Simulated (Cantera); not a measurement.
## Transport properties of process gases

Gas mixture: 100 % NO, at 0.920 bar, frozen composition.

Cantera's kinetic-theory transport with the Lennard-Jones parameters of GRI-Mech 3.0, ideal gas; thermal conductivity in the mixture-averaged form. The composition is frozen, though it would react at the higher temperatures.

| T (K) | ρ (kg/m³) | cp (J/kg/K) | μ (µPa s) | λ (mW/m/K) | Pr | D (cm²/s) CH4 | D (cm²/s) OH | D (cm²/s) H |
|---|---|---|---|---|---|---|---|---|
| 400 | 0.830 | 998.6 | 23.1 | 32.4 | 0.712 | 0.406 | 0.569 | 2.24 |
| 500 | 0.664 | 1016 | 27.0 | 38.8 | 0.708 | 0.598 | 0.833 | 3.30 |
| 600 | 0.553 | 1041 | 30.6 | 45.1 | 0.706 | 0.817 | 1.13 | 4.50 |
| 700 | 0.474 | 1067 | 34.0 | 51.3 | 0.707 | 1.06 | 1.47 | 5.85 |
| 800 | 0.415 | 1092 | 37.1 | 57.3 | 0.708 | 1.33 | 1.84 | 7.33 |
| 900 | 0.369 | 1114 | 40.1 | 63.0 | 0.708 | 1.62 | 2.23 | 8.94 |
| 1000 | 0.332 | 1133 | 42.9 | 68.6 | 0.709 | 1.93 | 2.66 | 10.7 |
| 1100 | 0.302 | 1147 | 45.7 | 74.1 | 0.707 | 2.27 | 3.12 | 12.5 |
D: mixture-averaged diffusion coefficient of that species in the mixture.
